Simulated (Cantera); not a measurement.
A closed system holds: 1 mol HI, 0.041 mol O₂, equilibrated at 625 K and 1.00 bar.

Method: chemical equilibrium by Gibbs-energy minimisation in Cantera with the NASA 1993 tables (ideal gas, pure condensed phases). Candidate condensed phases: H₂O, I₂; 12 gas species. Equilibrium is a limit: real reactors are often held back by kinetics, nucleation or transport.

Base state: HI 0.729, I₂ 0.136, H₂O 0.0820, H₂ 0.0536, I 8.16e-5 (mole fractions); condensed: gas only.

Q: What changes in the equilibrium state with this change: temperature from 625 K to 2425 K?

A: 
| species | before | after |
|---|---|---|
| I | 8.16e-5 | 0.612 |
| H₂ | 0.0536 | 0.247 |
| HI | 0.729 | 0.0739 |
| I₂ | 0.136 | 0.00207 |
| H₂O | 0.0820 | 0.0562 |
| H | <1e-9 | 0.00890 |
| OH | <1e-9 | 0.000383 |

Q: What changes in the equilibrium state with this change: O₂ from 0.041 to 0.066 mol?

A: 
```
species   before    after
-------  -------  -------
HI         0.729    0.664
I₂         0.136    0.168
H₂O       0.0820    0.132
H₂        0.0536   0.0360
I        8.16e-5  9.08e-5
```

Q: What changes in the equilibrium state with this change: HI replaced by H₂O?

A: 
```
species   before   after
-------  -------  ------
H₂O       0.0820   0.961
O₂         <1e-9  0.0394
HI         0.729       0
I₂         0.136       0
H₂        0.0536   <1e-9
I        8.16e-5       0
```
